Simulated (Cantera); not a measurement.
**Thermodynamics of tantalum, niobium, vanadium and zirconium in process gases, feed Nb + O2 + N2 + H2O**

Feed: 1 mol Nb, 2.4 mol O2, 5.4 mol N2, 0.12 mol H2O, at 1325 K and 1.33 mbar.

Equilibrium computed with Cantera from the NASA thermochemical tables; the gas is ideal and each condensed phase is pure. Candidate condensed phases: H2O, Nb, NbO, NbO2, Nb2O5; 27 gas species. Condensed phases not in the tables: the oxides between NbO2 and Nb2O5. Rates play no part.

```
Item                                   Result
----------------------------------  ---------
x(N2)                                   0.809
x(O2)                                   0.172
x(H2O)                                 0.0180
x(NO)                                0.000426
x(OH)                                 2.94e-5
x(O)                                  3.13e-6
n(Nb2O5(s))                         0.500 mol
gas amount                          6.670 mol
log10 activity of NbO2(s) (absent)      -3.21
log10 activity of Nb(s) (absent)       -21.61
```
